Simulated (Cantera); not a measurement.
Charge: 1 mol TiO2, 1.4 mol CH4, 0.04 mol CO, equilibrated at 34.0 Pa.

Equilibrium computed with Cantera from the NASA thermochemical tables; the gas is ideal and each condensed phase is pure. Candidate condensed phases: C, C6H6, C7H8, C8H18, H2O, Ti, TiC, TiO, TiO2, Ti2O3, Ti3O5, Ti4O7; 113 gas species. Mutual solubility and eutectic melting of coexisting phases are not modelled. TiC, TiO: taken at fixed stoichiometry. Condensed phases not in the tables: solid solutions among these carbides, nitrides and lower oxides. Rates play no part. All values below are at 1823 K.

Base state: H2 0.677, CO 0.304, H 0.0193, TiO 8.11e-5, Ti 3.52e-5, H2O 1.20e-5 (mole fractions); condensed: TiC(s) + TiO(s).

What changes in the equilibrium state with this change: TiO2 replaced by MgO?


```
species            before     after
----------------  -------  --------
H2                  0.677     0.564
CO                  0.304     0.213
Mg                      0     0.205
H                  0.0193    0.0177
TiO               8.11e-5         0
C2H2 (acetylene)    <1e-9  0.000119
MgH                     0   3.91e-5
Ti                3.52e-5         0
H2O               1.20e-5   1.04e-8
TiC(s), mol         0.200         0
TiO(s), mol         0.800         0
C(graphite), mol        0     0.399
```
The tables' values for MgH are old estimates; treat these amounts as uncertain. Further candidate phases: Mg, MgCO3, MgO, Mg(OH)2.
